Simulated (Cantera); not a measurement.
## Ignition delay

Mixture: CH3OH : O2 : N2 : H2O = 1 : 1.5 : 5.64 : 0.59 (molar parts), equivalence ratio 1.0, at 1130 Torr, adiabatic and at constant pressure. Ignition delay is the time to a rise of 400 K.

Computed with Cantera and GRI-Mech 3.0 (53 species, 325 reactions). GRI-Mech 3.0 was tuned for natural gas; its chemistry of methanol as a main component is partial and can be far from experiment.

```csv
T0 (K),delay (ms)
1125,21.7
1225,3.81
1325,0.900
1425,0.273
1525,0.102
1625,0.0451
```

```yaml
apparent activation energy between 1425 and 1625 K: 170 kJ/mol
```
